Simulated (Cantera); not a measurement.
## Adiabatic ignition

An adiabatic, constant-volume homogeneous reactor starts with 30.4 % CO, 7.29 % H₂, 3.04 % CH₄, 12.5 % O₂, 46.8 % N₂, equivalence ratio 2.0, at 1300 K and 10.0 bar.

Detailed kinetics in Cantera: GRI-Mech 3.0 (53 species, 325 reactions). Above 3000 K some thermodynamic fits are extrapolated.

```json
[
 {"t (s)": "5.00e-6", "T (K)": "1300", "P (bar)": "10.0", "x CO": "0.304", "x H₂": "0.0729", "x CH₄": "0.0304", "x O": "1.80e-7", "x CO₂": "4.32e-6", "x CH₂": "6.54e-12"},
 {"t (s)": "1.10e-5", "T (K)": "1302", "P (bar)": "10.0", "x CO": "0.304", "x H₂": "0.0728", "x CH₄": "0.0303", "x O": "3.52e-6", "x CO₂": "9.98e-5", "x CH₂": "2.64e-9"},
 {"t (s)": "2.43e-5", "T (K)": "1450", "P (bar)": "11.1", "x CO": "0.303", "x H₂": "0.0676", "x CH₄": "0.0254", "x O": "4.13e-5", "x CO₂": "0.00497", "x CH₂": "3.59e-7"},
 {"t (s)": "5.35e-5", "T (K)": "3043", "P (bar)": "22.1", "x CO": "0.240", "x H₂": "0.0296", "x CH₄": "1.52e-11", "x O": "0.00109", "x CO₂": "0.113", "x CH₂": "2.40e-11"},
 {"t (s)": "0.000118", "T (K)": "3034", "P (bar)": "22.1", "x CO": "0.241", "x H₂": "0.0299", "x CH₄": "1.60e-11", "x O": "0.00102", "x CO₂": "0.113", "x CH₂": "2.38e-11"},
 {"t (s)": "0.000260", "T (K)": "3031", "P (bar)": "22.1", "x CO": "0.241", "x H₂": "0.0300", "x CH₄": "1.62e-11", "x O": "0.000999", "x CO₂": "0.112", "x CH₂": "2.37e-11"},
 {"t (s)": "0.000572", "T (K)": "3031", "P (bar)": "22.1", "x CO": "0.241", "x H₂": "0.0300", "x CH₄": "1.62e-11", "x O": "0.000999", "x CO₂": "0.112", "x CH₂": "2.37e-11"},
 {"t (s)": "0.00126", "T (K)": "3031", "P (bar)": "22.1", "x CO": "0.241", "x H₂": "0.0300", "x CH₄": "1.62e-11", "x O": "0.000999", "x CO₂": "0.112", "x CH₂": "2.37e-11"},
 {"t (s)": "0.00278", "T (K)": "3031", "P (bar)": "22.1", "x CO": "0.241", "x H₂": "0.0300", "x CH₄": "1.62e-11", "x O": "0.000999", "x CO₂": "0.112", "x CH₂": "2.37e-11"},
 {"t (s)": "0.00612", "T (K)": "3031", "P (bar)": "22.1", "x CO": "0.241", "x H₂": "0.0300", "x CH₄": "1.62e-11", "x O": "0.000999", "x CO₂": "0.112", "x CH₂": "2.37e-11"},
 {"t (s)": "0.0135", "T (K)": "3031", "P (bar)": "22.1", "x CO": "0.241", "x H₂": "0.0300", "x CH₄": "1.62e-11", "x O": "0.000999", "x CO₂": "0.112", "x CH₂": "2.37e-11"},
 {"t (s)": "0.0297", "T (K)": "3031", "P (bar)": "22.1", "x CO": "0.241", "x H₂": "0.0300", "x CH₄": "1.62e-11", "x O": "0.000999", "x CO₂": "0.112", "x CH₂": "2.37e-11"},
 {"t (s)": "0.0654", "T (K)": "3031", "P (bar)": "22.1", "x CO": "0.241", "x H₂": "0.0300", "x CH₄": "1.62e-11", "x O": "0.000999", "x CO₂": "0.112", "x CH₂": "2.37e-11"},
 {"t (s)": "0.144", "T (K)": "3031", "P (bar)": "22.1", "x CO": "0.241", "x H₂": "0.0300", "x CH₄": "1.62e-11", "x O": "0.000999", "x CO₂": "0.112", "x CH₂": "2.37e-11"},
 {"t (s)": "0.318", "T (K)": "3031", "P (bar)": "22.1", "x CO": "0.241", "x H₂": "0.0300", "x CH₄": "1.62e-11", "x O": "0.000999", "x CO₂": "0.112", "x CH₂": "2.37e-11"},
 {"t (s)": "0.700", "T (K)": "3031", "P (bar)": "22.1", "x CO": "0.241", "x H₂": "0.0300", "x CH₄": "1.62e-11", "x O": "0.000999", "x CO₂": "0.112", "x CH₂": "2.37e-11"}
]
```
x: mole fraction; the columns are a selection and need not sum to one.

```yaml
time_of_steepest_temperature_rise: 29.6 µs
temperature at 0.700 s: 3031 K
equilibrium_temperature: 3031 K
x(CO) at 0.700 s: 0.241 (gas-phase equilibrium 0.241)
x(H₂) at 0.700 s: 0.0300 (gas-phase equilibrium 0.0300)
x(CH₄) at 0.700 s: 1.62e-11 (gas-phase equilibrium 1.88e-11)
```
